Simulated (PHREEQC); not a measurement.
Synthetic water in mg/kgw, 25 °C, pH 6.82, pe -0.4:

```csv
constituent,mg/kgw
Na,0.118
K,0.141
Ca,0.39
Mg,0.216
Cl,0.682
S(6) as SO4,0.469
Alkalinity as HCO3,1.02
Br,0.0353
Fe(2),0.0704
F,0.0211
Ba,0.0415
```

Valence states are taken as typed.

Computed with PHREEQC (ion-association model, wateq4f.dat).

Precipitation was switched off in this run.

Q: Estimate the charge-balance error.

A: charge-balance error 1.9 %.

Q: In which forms is C present?

A: HCO3- 75 %, CO2 25 % of the C.

Complexes and solids missing from the database can't appear. Fluoro complexes past AlF4- and FeF3 are missing from the database.
